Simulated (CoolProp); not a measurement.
Ethylene along the isotherm 450 K: fugacity coefficient from the reference equation and from simpler models built on Tc = 282.4 K, pc = 5.042 MPa, ω = 0.087; each cubic takes its own stable root.

Model: reference Helmholtz-energy equation of state, Smukala 2000, in CoolProp.

```
p (MPa)          phase  reference
-------  -------------  ---------
0.159              gas     0.9978
0.302              gas     0.9959
0.573              gas     0.9922
1.09               gas     0.9852
2.06               gas     0.9723
3.9                gas     0.9486
7.4      supercritical     0.9067
14       supercritical     0.8404
26.6     supercritical     0.7657
50.4     supercritical     0.7588
```

How far does each simpler model (van der Waals, Redlich-Kwong, Soave-Redlich-Kwong, Peng-Robinson) lie from the reference over these 10 states: mean and median of the absolute difference, and the worst?


- van der Waals: mean 2.4 %, median 1.1 %, worst -8.2 % at 450 K and 26.6 MPa
- Redlich-Kwong: mean 0.9 %, median 0.5 %, worst -2.3 % at 450 K and 50.4 MPa
- Soave-Redlich-Kwong: mean 1.9 %, median 0.4 %, worst +8.6 % at 450 K and 50.4 MPa
- Peng-Robinson: mean 1.4 %, median 0.9 %, worst -4.5 % at 450 K and 50.4 MPa
